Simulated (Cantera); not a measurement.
Adiabatic ignition

An adiabatic, constant-volume homogeneous reactor starts with 5.67 % CH4, 17.2 % O2, 77.1 % N2, at 1675 K and 101000 Pa.

Detailed kinetics in Cantera: GRI-Mech 3.0 (53 species, 325 reactions).

```tsv
t (s)	T (K)	P (bar)	x CH4	x O2	x H	x N2O	x HCN
1.00e-6	1675	1.01	0.0567	0.172	1.17e-7	1.09e-12	<1e-12
4.68e-6	1675	1.01	0.0567	0.172	1.30e-7	9.94e-12	<1e-12
2.19e-5	1675	1.01	0.0567	0.172	1.82e-7	1.38e-10	<1e-12
0.000102	1675	1.01	0.0561	0.172	1.19e-6	2.03e-9	<1e-12
0.000478	2746	1.70	<1e-12	0.0589	0.00402	9.93e-7	7.14e-11
0.00224	2736	1.69	<1e-12	0.0539	0.00369	1.10e-6	1.65e-10
0.0105	2731	1.69	<1e-12	0.0524	0.00362	1.15e-6	1.90e-10
0.0489	2731	1.69	<1e-12	0.0524	0.00362	1.15e-6	1.90e-10
0.229	2731	1.69	<1e-12	0.0524	0.00362	1.15e-6	1.90e-10
1.07	2731	1.69	<1e-12	0.0524	0.00362	1.15e-6	1.90e-10
5.00	2731	1.69	<1e-12	0.0524	0.00362	1.15e-6	1.90e-10
```
x: mole fraction; the columns are a selection and need not sum to one.

```
Quantity                                                            Result
---------------------------------  ---------------------------------------
time of steepest temperature rise                                 0.260 ms
temperature at 5.00 s                                               2731 K
equilibrium temperature                                             2731 K
x(CH4) at 5.00 s                     <1e-12 (gas-phase equilibrium <1e-12)
x(O2) at 5.00 s                      0.0524 (gas-phase equilibrium 0.0524)
x(H) at 5.00 s                     0.00362 (gas-phase equilibrium 0.00362)
```
